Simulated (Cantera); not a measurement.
A perfectly stirred reactor is fed with CO : H2 : O2 : N2 : H2O = 1 : 0.26 : 0.863 : 3 : 1.4 (molar parts), at 1.00 atm; it is adiabatic with a 623 K inlet, and is followed from long to short residence time, starting on the burning branch (τ in s: 0.039, 0.015, 0.0057, 0.0022, 0.00083, 0.00032, 0.00012, 4.7e-05, 1.8e-05, 6.8e-06).

Computed with Cantera and GRI-Mech 3.0 (53 species, 325 reactions).

One state of this run: T (K) = 1997; x CO = 0.00534; x H2 = 0.00171; x O2 = 0.0415; x NO = 4.38e-5; x H2O = 0.276. x: mole fraction; the columns are a selection and need not sum to one.

Problem. Which value of τ (s) does it belong to?
A. 0.0057
B. 0.039
C. 0.00083
D. 0.015

Solution. D, 0.015
